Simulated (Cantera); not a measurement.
What does this Cantera script print?

```python
import numpy as np
import cantera as ct

gas = ct.Solution("gri30.yaml")
gas.TPX = 450, 1000000, {'H2': 1, 'O2': 0.61, 'N2': 2.29}
inlet = ct.Reservoir(gas, clone=True)
gas.equilibrate("HP")  # start burning
reactor = ct.IdealGasConstPressureReactor(gas, energy="on", clone=False)
exhaust = ct.Reservoir(gas, clone=True)
tau = [0.22, 0.055, 0.014, 0.0035, 0.00089, 0.00023, 5.7e-05, 1.5e-05, 3.7e-06][0]
for a, b in ((inlet, reactor), (reactor, exhaust)):
    ct.MassFlowController(a, b, mdot=lambda t: reactor.mass / tau)
net = ct.ReactorNet([reactor])
show = ['H2', 'O2', 'NO', 'H', 'H2O2', 'H2O']

rows = []
print(f"{'tau/s':>10s}{'T/K':>9s}" + "".join(f"{s:>11s}" for s in show))
for tau in [0.22, 0.055, 0.014, 0.0035, 0.00089, 0.00023, 5.7e-05, 1.5e-05, 3.7e-06]:
    net.initial_time = 0.0
    net.advance(30 * tau)
    before = gas.X
    net.advance(40 * tau)
    drift = np.max(np.abs(gas.X - before) / (gas.X + 1e-9))
    rows.append([gas.T, *gas[show].X, drift])
    print(f"{tau:10.3e}{gas.T:9.1f}" + "".join(f"{x:11.3e}" for x in gas[show].X))
```

It prints:

```
     tau/s      T/K         H2         O2         NO          H       H2O2        H2O
 2.200e-01   2323.9  1.292e-03  2.900e-02  5.241e-03  1.256e-04  7.335e-07  2.898e-01
 5.500e-02   2325.5  1.308e-03  2.946e-02  4.312e-03  1.285e-04  7.442e-07  2.898e-01
 1.400e-02   2328.4  1.365e-03  3.035e-02  2.505e-03  1.372e-04  7.679e-07  2.896e-01
 3.500e-03   2329.1  1.563e-03  3.114e-02  9.457e-04  1.642e-04  8.074e-07  2.892e-01
 8.900e-04   2322.4  2.227e-03  3.157e-02  3.356e-04  2.607e-04  9.001e-07  2.880e-01
 2.300e-04   2300.6  4.093e-03  3.209e-02  1.481e-04  6.115e-04  1.151e-06  2.847e-01
 5.700e-05   2247.8  8.520e-03  3.346e-02  7.690e-05  1.842e-03  1.692e-06  2.772e-01
 1.500e-05   2148.4  1.646e-02  3.657e-02  5.027e-05  5.190e-03  2.530e-06  2.640e-01
 3.700e-06   1966.3  3.074e-02  4.370e-02  3.718e-05  1.295e-02  4.101e-06  2.412e-01
```

Detailed kinetics in Cantera: GRI-Mech 3.0 (53 species, 325 reactions). The hydrogen kinetics of GRI-Mech 3.0 are dated; newer H2 mechanisms differ, most at raised pressure.
